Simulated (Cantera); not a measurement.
An isothermal, constant-pressure homogeneous reactor starts with NO : N2 = 1 : 0.64 (molar parts), at 1700 K and 900 Torr. Integrator tolerance rtol = 1e-08.

Computed with Cantera and GRI-Mech 3.0 (53 species, 325 reactions).

### Question
What does this change do: pressure from 900 Torr to 105 Torr?

### Answer
```json
[
 {"quantity": "x(NO) at 3.00 s", "before": "0.431 (gas-phase equilibrium 0.00328)", "after": "0.581 (gas-phase equilibrium 0.00328)"},
 {"quantity": "x(O) at 3.00 s", "before": "1.26e-5 (gas-phase equilibrium 2.26e-5)", "after": "1.80e-5 (gas-phase equilibrium 6.62e-5)"},
 {"quantity": "x(N2O) at 3.00 s", "before": "7.23e-5 (gas-phase equilibrium 1.97e-7)", "after": "0.000124 (gas-phase equilibrium 6.74e-8)"},
 {"quantity": "x(O2) at 3.00 s", "before": "0.0884 (gas-phase equilibrium 0.303)", "after": "0.0140 (gas-phase equilibrium 0.303)"},
 {"quantity": "x(N2) at 3.00 s", "before": "0.479 (gas-phase equilibrium 0.693)", "after": "0.404 (gas-phase equilibrium 0.693)"}
]
```

### Question
What does this change do: pressure from 900 Torr to 12.8 Torr?

### Answer
```csv
quantity,before,after
x(NO) at 3.00 s,0.431 (gas-phase equilibrium 0.00328),0.606 (gas-phase equilibrium 0.00328)
x(O) at 3.00 s,1.26e-5 (gas-phase equilibrium 2.26e-5),4.07e-5 (gas-phase equilibrium 0.000190)
x(N2O) at 3.00 s,7.23e-5 (gas-phase equilibrium 1.97e-7),0.000126 (gas-phase equilibrium 2.35e-8)
x(O2) at 3.00 s,0.0884 (gas-phase equilibrium 0.303),0.00186 (gas-phase equilibrium 0.303)
x(N2) at 3.00 s,0.479 (gas-phase equilibrium 0.693),0.392 (gas-phase equilibrium 0.693)
```
Radical loss at walls, strong at low pressure, is not modelled.

### Question
What does this change do: N2 0.64 to 1.3 parts?

### Answer
```json
[
 {"quantity": "x(NO) at 3.00 s", "before": "0.431 (gas-phase equilibrium 0.00328)", "after": "0.336 (gas-phase equilibrium 0.00294)"},
 {"quantity": "x(O) at 3.00 s", "before": "1.26e-5 (gas-phase equilibrium 2.26e-5)", "after": "9.47e-6 (gas-phase equilibrium 1.91e-5)"},
 {"quantity": "x(N2O) at 3.00 s", "before": "7.23e-5 (gas-phase equilibrium 1.97e-7)", "after": "4.42e-5 (gas-phase equilibrium 1.87e-7)"},
 {"quantity": "x(O2) at 3.00 s", "before": "0.0884 (gas-phase equilibrium 0.303)", "after": "0.0491 (gas-phase equilibrium 0.216)"},
 {"quantity": "x(N2) at 3.00 s", "before": "0.479 (gas-phase equilibrium 0.693)", "after": "0.615 (gas-phase equilibrium 0.781)"}
]
```
